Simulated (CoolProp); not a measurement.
Vapour-liquid equilibrium of CH2F2 (R32) (1) + fluoroethane (R161) (2) at -45.85 °C; x and y are mole fractions of (1).

Values from CoolProp's multi-fluid Helmholtz-energy mixture model, Tillner-Roth 1997 and Wu 2012; pair parameters Bell 2016.

```tsv
x	bubble pressure (bar)	y at the bubble point	dew pressure at overall composition x (bar)	liquid density (mol/L)
0.05	0.7316	0.113	0.7027	17.47
0.2	0.8613	0.354	0.7748	18.14
0.35	0.9696	0.521	0.8588	18.87
0.5	1.065	0.653	0.9552	19.67
0.65	1.154	0.768	1.063	20.55
0.8	1.240	0.872	1.181	21.53
0.95	1.323	0.969	1.306	22.61
```

No azeotrope shows between x = 0.05 and 0.95.

The pair parameters rest on a limited set of measurements; away from them the model extrapolates.
